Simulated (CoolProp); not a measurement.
o-xylene along the isotherm 620 K: density (kg/m³) from the reference equation and from simpler models built on Tc = 630.3 K, pc = 3737 kPa, ω = 0.312; each cubic takes its own stable root.

The numbers come from the reference Helmholtz-energy equation of state, Zhou 2012 in CoolProp.

```csv
p (kPa),phase,reference,van der Waals,Redlich-Kwong,Peng-Robinson
1560,gas,39.45,37.67,38.60,39.42
3110,gas,125.3,103.1,___,119.7
4670,liquid,490.2,317.4,390.7,443.0
6230,liquid,521.1,345.6,429.0,483.7
7790,liquid,541.1,363.4,___,511.1
9340,liquid,556.1,376.6,473.7,532.2
10900,liquid,568.3,___,489.7,549.6
12500,liquid,579.0,396.5,503.6,564.8
14000,liquid,587.7,403.9,515.0,577.2
15600,liquid,595.9,410.9,525.9,___
17100,liquid,602.9,416.8,535.0,598.9
18700,liquid,609.8,422.4,543.9,608.6
```

Problem. What belongs in the gaps?

Solution. 
- 3110, Redlich-Kwong: 111.7
- 7790, Redlich-Kwong: 454.4
- 10900, van der Waals: 387.3
- 15600, Peng-Robinson: 589.0
